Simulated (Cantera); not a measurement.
Input: 1 mol Fe, 1.8 mol CO, 3.3 mol SO2, equilibrated at 923.15 K and 0.100 bar.

Method: chemical equilibrium by Gibbs-energy minimisation in Cantera with the NASA 1993 tables (ideal gas, pure condensed phases). Candidate condensed phases: C, Fe, Fe(CO)5, FeO, FeS, FeSO4, FeS2, Fe2O3, Fe2(SO4)3, Fe3O4, S; 25 gas species. FeS: taken at fixed stoichiometry. Gases not in the tables: S3 to S7. Equilibrium is a limit: real reactors are often held back by kinetics, nucleation or transport.

Base state: SO2 0.551, CO2 0.431, S2 0.0163, S2O 0.00115, CO 0.000278, COS 0.000119 (mole fractions); condensed: FeS(s) + Fe3O4(s).

Task: What changes in the equilibrium state with this change: SO2 from 3.3 to 1.1 mol?

Result: 
| species | before | after |
|---|---|---|
| CO2 | 0.431 | 0.916 |
| SO2 | 0.551 | 0.0789 |
| S2 | 0.0163 | 0.00344 |
| S2O | 0.00115 | 0.000136 |
| CO | 0.000278 | 0.00106 |
| COS | 0.000119 | 0.000209 |
| FeS(s), mol | 0.853 | 0.931 |
| Fe3O4(s), mol | 0.0489 | 0.0231 |
